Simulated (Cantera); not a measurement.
An adiabatic, constant-volume homogeneous reactor starts with CH4 : C2H6 : C3H8 : O2 : N2 = 1 : 0.054 : 0.23 : 3.34 : 12.6 (molar parts), equivalence ratio 1.00, at 1223 K and 17.0 bar. Integrator tolerance rtol = 1e-08.

Cantera simulation using GRI-Mech 3.0 (53 species, 325 reactions); the numbers are that mechanism's predictions, not measurements. GRI-Mech 3.0 was tuned for natural gas; its chemistry of propane as a main component is partial and can be far from experiment. The pressure lies above the range GRI-Mech 3.0 was tuned for (to about 10 atm). Above 3000 K some thermodynamic fits are extrapolated.

Problem. What does this change do: initial temperature 1223 to 1000 K?

Solution. 
```
quantity                                                            before                                    after
---------------------------------  ---------------------------------------  ---------------------------------------
time of steepest temperature rise                                 0.656 ms                                  15.8 ms
temperature at 5.00 s                                               3056 K                                   2969 K
equilibrium temperature                                             3056 K                                   2969 K
x(CH4) at 5.00 s                     <1e-12 (gas-phase equilibrium <1e-12)    <1e-12 (gas-phase equilibrium <1e-12)
x(C2H6) at 5.00 s                    <1e-12 (gas-phase equilibrium <1e-12)    <1e-12 (gas-phase equilibrium <1e-12)
x(C3H8) at 5.00 s                    <1e-12 (gas-phase equilibrium <1e-12)    <1e-12 (gas-phase equilibrium <1e-12)
x(CH2O) at 5.00 s                  6.83e-9 (gas-phase equilibrium 6.83e-9)  5.18e-9 (gas-phase equilibrium 5.18e-9)
x(HCN) at 5.00 s                   1.99e-8 (gas-phase equilibrium 1.99e-8)  1.30e-8 (gas-phase equilibrium 1.30e-8)
x(O2) at 5.00 s                      0.0129 (gas-phase equilibrium 0.0129)    0.0107 (gas-phase equilibrium 0.0107)
```

Problem. What does this change do: 0.36 parts H2 added?

Solution. 
```json
[
 {"quantity": "time of steepest temperature rise", "before": "0.656 ms", "after": "0.250 ms"},
 {"quantity": "temperature at 5.00 s", "before": "3056 K", "after": "3083 K"},
 {"quantity": "equilibrium temperature", "before": "3056 K", "after": "3083 K"},
 {"quantity": "x(CH4) at 5.00 s", "before": "<1e-12 (gas-phase equilibrium <1e-12)", "after": "<1e-12 (gas-phase equilibrium <1e-12)"},
 {"quantity": "x(C2H6) at 5.00 s", "before": "<1e-12 (gas-phase equilibrium <1e-12)", "after": "<1e-12 (gas-phase equilibrium <1e-12)"},
 {"quantity": "x(C3H8) at 5.00 s", "before": "<1e-12 (gas-phase equilibrium <1e-12)", "after": "<1e-12 (gas-phase equilibrium <1e-12)"},
 {"quantity": "x(CH2O) at 5.00 s", "before": "6.83e-9 (gas-phase equilibrium 6.83e-9)", "after": "1.11e-8 (gas-phase equilibrium 1.11e-8)"},
 {"quantity": "x(HCN) at 5.00 s", "before": "1.99e-8 (gas-phase equilibrium 1.99e-8)", "after": "3.52e-8 (gas-phase equilibrium 3.52e-8)"},
 {"quantity": "x(O2) at 5.00 s", "before": "0.0129 (gas-phase equilibrium 0.0129)", "after": "0.00917 (gas-phase equilibrium 0.00917)"}
]
```
